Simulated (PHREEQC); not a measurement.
# Nickel, zinc or cadmium bath

Dissolve 0.18 mol ZnCl2, 0.00023 mol NaCl and 0.0054 mol MnSO4 per kg of water at 20 °C. Closed to the air; pH follows from the charge balance.

Model: ion-association model, phreeqc.dat, run in PHREEQC.

This is a speciation only: nothing precipitates in the calculation.

**Question.** Estimate the pH.

**Answer.** pH 4.88.

**Question.** In which forms is Mn present?

**Answer.** Mn+2 74 %, MnCl+ 24 %, MnCl2 1.3 %, MnSO4 1.2 % of the Mn.
